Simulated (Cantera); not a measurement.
# Hydrocarbon pyrolysis for carbon deposition

An isothermal, constant-pressure homogeneous reactor starts with CH4 : H2 = 1 : 19 (molar parts), at 1750 K and 0.00237 atm.

Model: GRI-Mech 3.0 (53 species, 325 reactions), integrated in Cantera. GRI-Mech 3.0 stops at C3 and has no aromatics, soot or wall deposition, so with more carbon than oxygen in the feed, carbon stays in small species such as C2H2 where larger ones or solid carbon would form. Radical loss at walls, strong at low pressure, is not modelled.

```tsv
t (s)	x CH4	x H2	x CH2	x C2H2	x H
1.00e-5	0.0500	0.950	<1e-12	<1e-12	5.45e-8
5.85e-5	0.0500	0.950	<1e-12	<1e-12	3.17e-7
0.000342	0.0500	0.950	1.72e-12	<1e-12	1.83e-6
0.00200	0.0500	0.950	1.08e-10	3.29e-12	1.06e-5
0.0117	0.0499	0.950	4.37e-9	5.10e-9	6.18e-5
0.0684	0.0495	0.950	1.44e-7	8.91e-6	0.000364
0.400	0.0411	0.952	2.03e-6	0.00331	0.00167
2.34	0.0116	0.967	1.39e-6	0.0179	0.00244
13.7	0.00104	0.972	3.65e-7	0.0232	0.00394
80.0	9.76e-5	0.971	4.97e-8	0.0237	0.00470
```
x: mole fraction; the columns are a selection and need not sum to one.

Equilibrium at this temperature and pressure: CH4 2.99e-5, H2 0.972, CH2 1.54e-8, C2H2 0.0237, H 0.00471 (gas phase only).
